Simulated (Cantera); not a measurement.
A jet of CH₄ : O₂ : N₂ = 0.084 : 0.053 : 0.79 (molar parts), equivalence ratio 3.2 at 300 K and 66.8 Torr hits a platinum plate 8.5 cm away at a mass flux of 0.078 kg/m²/s; the plate temperature is set and raised in steps from an oxygen-covered start.

Detailed kinetics in Cantera: Deutschmann's 1995 Pt surface mechanism with GRI-Mech 3.0 gas chemistry. Catalytic surfaces can have several steady states; this one follows from the mechanism file's or the stated starting coverage.

x: mole fraction at the wall; θ: surface coverage.

```json
[
 {"plate T (K)": "950", "wall x CH₄": "0.0513", "wall x O₂": "0.0116", "wall x H₂O": "0.0428", "wall x OH": "<1e-8", "wall x CO": "0.0409", "wall x CO₂": "[?]", "θ free Pt": "0.229", "θ H*": "0.00167", "θ CO*": "0.0260", "θ C*": "0.744"},
 {"plate T (K)": "1000", "wall x CH₄": "0.0416", "wall x O₂": "0.00869", "wall x H₂O": "0.0386", "wall x OH": "<1e-8", "wall x CO": "0.0507", "wall x CO₂": "[?]", "θ free Pt": "0.279", "θ H*": "0.00195", "θ CO*": "0.0212", "θ C*": "0.698"},
 {"plate T (K)": "1050", "wall x CH₄": "0.0280", "wall x O₂": "0.00545", "wall x H₂O": "0.0316", "wall x OH": "<1e-8", "wall x CO": "0.0645", "wall x CO₂": "[?]", "θ free Pt": "0.374", "θ H*": "0.00233", "θ CO*": "0.0229", "θ C*": "0.601"},
 {"plate T (K)": "1100", "wall x CH₄": "0.0112", "wall x O₂": "0.00218", "wall x H₂O": "0.0216", "wall x OH": "<1e-8", "wall x CO": "0.0814", "wall x CO₂": "[?]", "θ free Pt": "0.626", "θ H*": "0.00305", "θ CO*": "0.0410", "θ C*": "0.330"},
 {"plate T (K)": "1150", "wall x CH₄": "0.00606", "wall x O₂": "0.00125", "wall x H₂O": "0.0181", "wall x OH": "<1e-8", "wall x CO": "0.0862", "wall x CO₂": "[?]", "θ free Pt": "0.851", "θ H*": "0.00314", "θ CO*": "0.0433", "θ C*": "0.102"}
]
```

Problem. What belongs in the gaps?

Solution. 
- 950, wall x CO₂: 7.82e-6
- 1000, wall x CO₂: 1.10e-5
- 1050, wall x CO₂: 2.23e-5
- 1100, wall x CO₂: 0.000114
- 1150, wall x CO₂: 0.000508
